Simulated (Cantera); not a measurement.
A diamond (100) surface in a fixed gas of H2 with x(CH4) = 0.023, x(H) = 0.0011, at 925 K, 7100 Pa; coverages are run to steady state.

Model: the Harris–Goodwin 1993 mechanism for the reconstructed diamond (100) surface, integrated in Cantera.

One state of this run: growth (µm/h) = 0.565; θ c6HH = 0.656; θ c6H* = 0.0120; θ c6*H = 0.308; θ c6** = 0.00516; θ c6HM = 0.0150. θ: site fractions in the mechanism's names (c6HH fully hydrogenated, c6H* and c6*H radical sites, c6** diradical, c6HM methylated).

Which value of x(CH3) does it belong to?
(A) 2.3e-05
(B) 0.0041
(C) 8e-06
(D) 6.4e-05

A, 2.3e-05
